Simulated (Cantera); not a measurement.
An isothermal plug-flow reactor at 1048 K and 1.00 bar (inlet), inlet velocity 2.7 m/s, active area per volume 610 1/m; feed CH4 : O2 : N2 = 0.0027 : 0.051 : 0.79 (molar parts).

Detailed kinetics in Cantera: Deutschmann's 1995 Pt surface mechanism with GRI-Mech 3.0 gas chemistry. Catalytic surfaces can have several steady states; this one follows from the mechanism file's or the stated starting coverage. Mass transfer to the wall is taken as infinitely fast.

x: gas mole fraction; θ: surface coverage.

```tsv
z (m)	x CH4	x O2	x H2O	x CO2	x CO	θ free Pt	θ O*	θ OH*
0.00026	0.00317	0.0604	5.93e-5	2.79e-5	1.75e-6	0.280	0.720	0.000182
0.00043	0.00315	0.0604	9.78e-5	4.68e-5	2.03e-6	0.280	0.720	0.000211
0.00072	0.00312	0.0603	0.000163	7.93e-5	2.15e-6	0.280	0.719	0.000253
0.0012	0.00307	0.0602	0.000269	0.000132	2.14e-6	0.280	0.719	0.000308
0.002	0.00298	0.0600	0.000443	0.000219	2.08e-6	0.280	0.719	0.000382
0.0033	0.00284	0.0597	…	…	1.99e-6	0.281	0.719	…
0.0056	0.00262	0.0593	0.00117	0.000581	1.83e-6	0.281	0.719	0.000599
0.0093	…	0.0586	…	…	…	0.281	0.718	…
0.015	0.00186	0.0578	0.00267	0.00133	1.31e-6	0.282	0.717	0.000897
0.026	0.00124	0.0565	0.00390	0.00195	8.76e-7	0.283	0.716	0.00108
```

**Question.** Fill in the missing entries.

**Answer.** 
- 0.0033, x H2O: 0.000714
- 0.0033, x CO2: 0.000355
- 0.0033, θ OH*: 0.000475
- 0.0093, x CH4: 0.00229
- 0.0093, x H2O: 0.00182
- 0.0093, x CO2: 0.000907
- 0.0093, x CO: 1.60e-6
- 0.0093, θ OH*: 0.000743
